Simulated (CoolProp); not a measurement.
Vapour-liquid equilibrium of propylene (1) + cyclohexane (2) at 290.6 K; x and y are mole fractions of (1).

Values from CoolProp's multi-fluid Helmholtz-energy mixture model, Lemmon 2013 and Zhou 2014; pair parameters Bell 2016.

Task: Give the bubble pressure and the first vapour's composition at x = 0.2, 0.35, 0.8. Is there an azeotrope?

Result: x = 0.2: 0.2274 MPa, y = 0.964; x = 0.35: 0.3696 MPa, y = 0.980; x = 0.8: 0.7537 MPa, y = 0.995. No azeotrope shows between x = 0.05 and 0.95.

Pair parameters are fitted to limited data, so mixtures are less certain than the pure fluids. The gap from Raoult's law changes sign with composition, which may be real or a fault of the pair parameters; it wasn't checked against measurements.
